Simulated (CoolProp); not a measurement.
1-butene along the isobar 15.1 MPa: Z from the reference equation and from simpler models built on Tc = 419.3 K, pc = 4.006 MPa, ω = 0.192; each cubic takes its own stable root.

The numbers come from the reference Helmholtz-energy equation of state, Lemmon 2005 in CoolProp. It is a short technical equation, of lower accuracy than the large ones.

| T (K) | phase | reference |
|---|---|---|
| 403.7 | liquid | 0.5153 |
| 409 | liquid | 0.5161 |
| 414.3 | liquid | 0.5172 |
| 419.7 | supercritical | 0.5187 |
| 425 | supercritical | 0.5205 |
| 430.4 | supercritical | 0.5228 |
| 435.7 | supercritical | 0.5254 |
| 441.1 | supercritical | 0.5285 |
| 446.4 | supercritical | 0.5319 |
| 451.8 | supercritical | 0.5359 |
| 457.1 | supercritical | 0.5403 |
| 462.5 | supercritical | 0.5453 |
| 467.8 | supercritical | 0.5506 |
| 473.1 | supercritical | 0.5565 |
| 478.5 | supercritical | 0.5630 |

How far does each simpler model (van der Waals, Redlich-Kwong, Soave-Redlich-Kwong) lie from the reference over these 15 states: mean and median of the absolute difference, and the worst?


- van der Waals: mean 32.9 %, median 33.4 %, worst +40.3 % at 403.7 K and 15.1 MPa
- Redlich-Kwong: mean 8.3 %, median 8.6 %, worst +8.9 % at 409 K and 15.1 MPa
- Soave-Redlich-Kwong: mean 9.8 %, median 9.8 %, worst +11.2 % at 478.5 K and 15.1 MPa
